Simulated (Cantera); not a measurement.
Feed: 1 mol TEOS, 0.84 mol O₂, held at 1425 °C and 17.3 Torr.

These are equilibrium values from Cantera (NASA tables, ideal gas, pure condensed phases), not measurements of a reactor. Candidate condensed phases: C, C₆H₆, C₇H₈, C₈H₁₈, H₂O, Si, SiC, SiO₂; 123 gas species. The feed counts by its element totals alone. Kinetics and transport are ignored.

Base state: H₂ 0.637, CO 0.361, SiO 0.00147, H 0.000761, C₂H₂ (acetylene) 4.59e-5, CH₄ 1.03e-5 (mole fractions); condensed: C(graphite) + SiC(s).

Task: What changes in the equilibrium state with this change: temperature from 1425 °C to 325 °C?

Result: 
```
species                before    after
-------------------  --------  -------
H₂                      0.637    0.342
H₂O                   2.58e-6    0.335
CH₄                   1.03e-5    0.267
CO                      0.361  0.00192
CO₂                   4.28e-7   0.0545
SiO                   0.00147    <1e-9
H                    0.000761    <1e-9
C₂H₂ (acetylene)      4.59e-5    <1e-9
C(graphite), mol         1.36     5.33
SiC(s), mol             0.977        0
SiO₂(α-quartz), mol         0     1.00
```
